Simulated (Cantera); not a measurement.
# Oxide etching and cleaning by halides: TiO2 + Cl2 + O2

Input: 1 mol TiO2, 0.57 mol Cl2, 0.38 mol O2, equilibrated at 0.133 bar.

Cantera equilibrium calculation (NASA polynomials, part measured and part estimated; ideal gas, pure solids and liquids). Candidate condensed phases: Ti, TiCl2, TiCl3, TiCl4, TiO, TiO2, Ti2O3, Ti3O5, Ti4O7; 15 gas species. Equilibrium is a limit: real reactors are often held back by kinetics, nucleation or transport.

From 1400 K to 1850 K the condensed part is TiO2(rutile). The main Ti-bearing gas is TiCl4 throughout.

```tsv
T (K)	log p Cl2	log p Cl	log p O2	log p ClO	log p TiCl4	log p O	n TiO2(rutile)
1400	-1.13	-2.11	-1.29	-4.31	-4.61	-6.67	1.000
1450	-1.15	-1.96	-1.29	-4.19	-4.42	-6.34	1.000
1500	-1.17	-1.82	-1.30	-4.08	-4.24	-6.04	1.000
1550	-1.20	-1.69	-1.31	-3.98	-4.10	-5.76	0.999
1600	-1.23	-1.58	-1.32	-3.90	-3.98	-5.50	0.999
1650	-1.28	-1.47	-1.33	-3.82	-3.88	-5.25	0.999
1700	-1.33	-1.38	-1.35	-3.76	-3.82	-5.02	0.999
1750	-1.40	-1.30	-1.36	-3.71	-3.78	-4.81	0.999
1800	-1.48	-1.24	-1.38	-3.68	-3.78	-4.60	0.998
1850	-1.57	-1.18	-1.40	-3.65	-3.81	-4.41	0.998
```
log p: log10 of the partial pressure in bar; n: condensed amount in mol.
